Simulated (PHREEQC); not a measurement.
**Alkaline etch or developer: an equilibrium model**

Make-up at 70 °C: 5 mmol/kgw KOH and 0.24 mmol/kgw CO2. Closed to the air; pH follows from the charge balance.

Model: Pitzer model, pitzer.dat, run in PHREEQC.

Each row changes one thing in this solution. This is a speciation only: nothing precipitates in the calculation.

```tsv
case	pH	ionic strength (mol/kgw)
as made	10.42	0.00517
temperature from 70 to 60 °C	10.64	0.00519
KOH from 0.005 to 0.05 mol/kgw	11.40	0.0502
CO2 from 0.00024 to 0.0012 mol/kgw	10.24	0.00575
CO2 left out	10.46	0.00500
KOH left out	4.97	1.08e-5
```

Away from 25 °C the constants follow the database's enthalpies or fits; those with neither stay at their 25 °C values.
